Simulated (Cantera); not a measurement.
## Equilibrium for aluminium nitride and oxide growth: AlCl3 + HCl + N2

A closed system holds: 1 mol AlCl3, 2.5 mol HCl, a varied amount of N2, equilibrated at 650 K and 12000 Pa.

Equilibrium computed with Cantera from the NASA thermochemical tables; the gas is ideal and each condensed phase is pure. Candidate condensed phases: Al, AlCl3, AlN, NH4Cl; 20 gas species. Equilibrium is a limit: real reactors are often held back by kinetics, nucleation or transport.

| n(N2) (mol) | x N2 | x HCl | x AlCl3 | x Al2Cl6 |
|---|---|---|---|---|
| 40 | 0.924 | 0.0577 | 0.0136 | 0.00474 |
| 87 | 0.963 | 0.0277 | 0.00789 | 0.00159 |
| 130 | 0.975 | 0.0187 | 0.00579 | 0.000855 |
| 180 | 0.981 | 0.0136 | 0.00444 | 0.000504 |
| 230 | 0.985 | 0.0107 | 0.00362 | 0.000334 |
| 280 | 0.988 | 0.00882 | 0.00305 | 0.000238 |
| 320 | 0.989 | 0.00773 | 0.00272 | 0.000188 |
| 370 | 0.991 | 0.00669 | 0.00239 | 0.000145 |
| 420 | 0.992 | 0.00590 | 0.00213 | 0.000116 |
| 460 | 0.993 | 0.00539 | 0.00196 | 9.82e-5 |
| 510 | 0.993 | 0.00487 | 0.00178 | 8.13e-5 |
x: gas mole fraction; nothing condenses.

From 40 mol N2 to 510 mol N2 nothing is condensed. The main Al-bearing gas is AlCl3 throughout.
